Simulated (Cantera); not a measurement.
What does this Cantera script print?

```python
import numpy as np
import cantera as ct

gas = ct.Solution("gri30.yaml")
gas.TPX = 1875, 160000, {'CH4': 1, 'H2O': 1.3, 'H2': 0.19}
reactor = ct.IdealGasConstPressureReactor(gas, energy="off", clone=False)
net = ct.ReactorNet([reactor])
net.rtol, net.atol = 1e-08, 1e-18
show = ['CH4', 'H2O', 'H2', 'O2', 'CO', 'CH2O']
times = np.geomspace(7e-05, 100, 12)

steps = ct.SolutionArray(gas, extra=["t"])
rows = []
print(f"{'t/s':>10s}{'T/K':>9s}{'P/Pa':>11s}" + "".join(f"{s:>11s}" for s in show))
for t in times:
    while net.time < t:
        t_next = net.step()
        steps.append(gas.state, t=t_next)
    rows.append([np.interp(t, steps.t, y) for y in (steps.T, steps.P, *steps(*show).X.T)])
    print(f"{t:10.3e}{rows[-1][0]:9.1f}{rows[-1][1]:11.4g}" + "".join(f"{x:11.3e}" for x in rows[-1][2:]))
rate = np.gradient(steps.T, steps.t)
print("integrator steps:", len(steps.t))
if steps.T.max() > steps.T[0] + 200:
    print(f"time of steepest temperature rise: {steps.t[rate.argmax()]:.4e} s")
gas.TPX = 1875, 160000, {'CH4': 1, 'H2O': 1.3, 'H2': 0.19}
gas.equilibrate("TP")
print(f"equilibrium (TP): T = {gas.T:.1f} K  " + "  ".join(f"{s} {gas[s].X[0]:.3e}" for s in show))
```

Output:

```
       t/s      T/K       P/Pa        CH4        H2O         H2         O2         CO       CH2O
 7.000e-05   1875.0    1.6e+05  3.397e-01  5.060e-01  1.261e-01  2.477e-09  4.112e-04  7.840e-05
 2.539e-04   1875.0    1.6e+05  2.290e-01  4.598e-01  2.449e-01  4.754e-09  2.019e-03  4.010e-05
 9.208e-04   1875.0    1.6e+05  1.155e-01  4.068e-01  3.714e-01  2.582e-09  6.687e-03  1.540e-05
 3.340e-03   1875.0    1.6e+05  4.702e-02  3.567e-01  4.606e-01  1.559e-09  2.062e-02  5.430e-06
 1.211e-02   1875.0    1.6e+05  2.567e-02  2.864e-01  5.299e-01  9.644e-10  5.777e-02  2.194e-06
 4.393e-02   1875.0    1.6e+05  1.722e-02  1.901e-01  6.082e-01  4.214e-10  1.218e-01  8.106e-07
 1.593e-01   1875.0    1.6e+05  8.717e-03  1.088e-01  6.743e-01  1.505e-10  1.822e-01  2.632e-07
 5.779e-01   1875.0    1.6e+05  2.673e-03  6.954e-02  7.074e-01  6.609e-11  2.126e-01  1.316e-07
 2.096e+00   1875.0    1.6e+05  1.104e-04  6.231e-02  7.145e-01  5.339e-11  2.180e-01  1.037e-07
 7.602e+00   1875.0    1.6e+05  3.272e-07  6.218e-02  7.147e-01  5.324e-11  2.181e-01  1.026e-07
 2.757e+01   1875.0    1.6e+05  3.265e-07  6.218e-02  7.147e-01  5.324e-11  2.181e-01  1.026e-07
 1.000e+02   1875.0    1.6e+05  3.265e-07  6.218e-02  7.147e-01  5.324e-11  2.181e-01  1.026e-07
integrator steps: 2225
equilibrium (TP): T = 1875.0 K  CH4 3.891e-07  H2O 6.218e-02  H2 7.147e-01  O2 5.324e-11  CO 2.181e-01  CH2O 1.026e-07
```

Computed with Cantera and GRI-Mech 3.0 (53 species, 325 reactions).
